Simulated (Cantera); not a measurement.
What does this Cantera script print?

```python
import numpy as np
import cantera as ct

gas_names = [...]  # 118 gases of nasa_gas.yaml made of C, Cl, F, H
cond_names = """
    C(gr) C6H6(L) C7H8(L) C8H18(L),n-octa
""".split()


# ... load() reads the species with a 1 bar reference pressure and builds the phases ...
atoms = {
    'CHF3': {'C': 1, 'H': 1, 'F': 3},
    'H2': {'H': 2},
    'HCl': {'H': 1, 'CL': 1},
}
top_T = {'C(gr)': 4500}  # K; cautious upper limits of use, not melting points


# ... equilibrate(T, P, feed) seeds the gas with the atoms and calls Mixture.equilibrate('TP', solver="vcs", rtol=1e-11, max_steps=5000) ...
results = []
T = 2500  # K
P = 100000  # Pa
for m in [0.14, 0.21, 0.31, 0.45, 0.67, 0.98, 1.4, 2.1]:
    feed = {'CHF3': 1, 'H2': m, 'HCl': 0.017}  # mol
    mix = equilibrate(T, P, feed)
    results.append((T, P, feed, dict(zip(mix.species_names, mix.species_moles))))
    x = sorted(zip(gas.X, gas.species_names), reverse=True)
    print(f"T = {T:g} K  P = {P:g} Pa  n(H2) = {m:g} mol  gas = {mix.phase_moles(0):.4g} mol")
    print("   x: " + "  ".join(f"{s} {v:.3e}" for v, s in x if v > 0.001))
    print("   condensed (mol): " + ("  ".join(f"{mix.phase(i).name} {mix.phase_moles(i):.4g}"
          for i in range(1, mix.n_phases) if mix.phase_moles(i) > 1e-12) or "none"))
```

Result:

```
T = 2500 K  P = 100000 Pa  n(H2) = 0.14 mol  gas = 1.901 mol
   x: HF 6.817e-01  CF4 1.501e-01  CF2 1.158e-01  F 3.191e-02  CF3 1.033e-02  CL 8.299e-03  CF 1.042e-03
   condensed (mol): C(gr) 0.4726
T = 2500 K  P = 100000 Pa  n(H2) = 0.21 mol  gas = 2.003 mol
   x: HF 7.170e-01  CF4 1.271e-01  CF2 1.066e-01  F 3.061e-02  CF3 9.120e-03  CL 7.842e-03
   condensed (mol): C(gr) 0.5114
T = 2500 K  P = 100000 Pa  n(H2) = 0.31 mol  gas = 2.146 mol
   x: HF 7.620e-01  CF4 9.878e-02  CF2 9.393e-02  F 2.874e-02  CF3 7.547e-03  CL 7.266e-03
   condensed (mol): C(gr) 0.5679
T = 2500 K  P = 100000 Pa  n(H2) = 0.45 mol  gas = 2.344 mol
   x: HF 8.170e-01  CF2 7.691e-02  CF4 6.623e-02  F 2.601e-02  CL 6.578e-03  CF3 5.592e-03
   condensed (mol): C(gr) 0.6491
T = 2500 K  P = 100000 Pa  n(H2) = 0.67 mol  gas = 2.645 mol
   x: HF 8.904e-01  CF2 5.019e-02  CF4 2.821e-02  F 2.101e-02  CL 5.680e-03  CF3 2.948e-03
   condensed (mol): C(gr) 0.7829
T = 2500 K  P = 100000 Pa  n(H2) = 0.98 mol  gas = 3.01 mol
   x: HF 9.864e-01  F 4.716e-03  CL 3.487e-03  CF2 2.529e-03  HCL 2.157e-03
   condensed (mol): C(gr) 0.9916
T = 2500 K  P = 100000 Pa  n(H2) = 1.4 mol  gas = 3.432 mol
   x: HF 8.740e-01  H2 1.113e-01  H 8.389e-03  HCL 4.702e-03  C2H2,acetylene 1.204e-03
   condensed (mol): C(gr) 0.9915
T = 2500 K  P = 100000 Pa  n(H2) = 2.1 mol  gas = 4.144 mol
   x: HF 7.239e-01  H2 2.564e-01  H 1.273e-02  HCL 3.963e-03  C2H2,acetylene 2.773e-03
   condensed (mol): C(gr) 0.9766
```

These are equilibrium values from Cantera (NASA tables, ideal gas, pure condensed phases), not measurements of a reactor. The tables' values for C2F4 are old estimates; treat these amounts as uncertain. Gases not in the tables: C2F6 and larger saturated fluorocarbons.
